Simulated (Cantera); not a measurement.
A perfectly stirred reactor is fed with CH₄ : CO : O₂ : N₂ : H₂O = 1 : 0.053 : 3.07 : 30.1 : 0.86 (molar parts), at 100000 Pa; it is adiabatic with a 775 K inlet, and is followed from long to short residence time, starting on the burning branch (τ in s: 0.23, 0.075, 0.025, 0.0082, 0.0027, 0.00089, 0.00029, 9.7e-05, 3.2e-05, 1.1e-05).

Model: GRI-Mech 3.0 (53 species, 325 reactions), integrated in Cantera.

Question: Predict: blow-out, bracketed by the residence times tried; x(CH₄) at τ = 0.230 s; x(CO) at τ = 0.230 s; x(O₂) at τ = 0.230 s; x(NO) at τ = 0.230 s; x(H₂O) at τ = 0.230 s; x(CH₄) at τ = 0.890 ms; x(CO) at τ = 0.890 ms; x(O₂) at τ = 0.890 ms; x(H₂O) at τ = 0.890 ms.

Answer: 
```json
{
 "blow_out_bracketed_by_the_residence_times_tried": "burning at 2.70 ms, out at 0.890 ms",
 "x(CH₄) at τ = 0.230 s": "1.51e-5",
 "x(CO) at τ = 0.230 s": "0.000197",
 "x(O₂) at τ = 0.230 s": "0.0298",
 "x(NO) at τ = 0.230 s": "1.46e-6",
 "x(H₂O) at τ = 0.230 s": "0.0813",
 "x(CH₄) at τ = 0.890 ms": "0.0285",
 "x(CO) at τ = 0.890 ms": "0.00151",
 "x(O₂) at τ = 0.890 ms": "0.0875",
 "x(H₂O) at τ = 0.890 ms": "0.0245"
}
```
